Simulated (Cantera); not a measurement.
Feed: 1 mol Pb, 0.95 mol H₂S, 160 mol H₂, 1.2 mol NH₃, at 0.980 bar.

Cantera equilibrium calculation (NASA polynomials, part measured and part estimated; ideal gas, pure solids and liquids). Candidate condensed phases: Pb, PbS, S; 18 gas species. Equilibrium is a limit: real reactors are often held back by kinetics, nucleation or transport.

Task: What share of the Pb ends up in condensed phases as a function of T (°C), at 777, 827, 877, 927, 977, 1027, 1077, 1127, 1177, 1227, 1277, 1327?

Result: 
| T (°C) | Pb condensed (%) | as |
|---|---|---|
| 777 | 98.1 | Pb(l) |
| 827 | 95.6 | Pb(l) |
| 877 | 90.6 | Pb(l) |
| 927 | 81.0 | Pb(l) |
| 977 | 63.9 | Pb(l) |
| 1027 | 34.9 | Pb(l) |
| 1077 | 0.0 | - |
| 1127 | 0.0 | - |
| 1177 | 0.0 | - |
| 1227 | 0.0 | - |
| 1277 | 0.0 | - |
| 1327 | 0.0 | - |
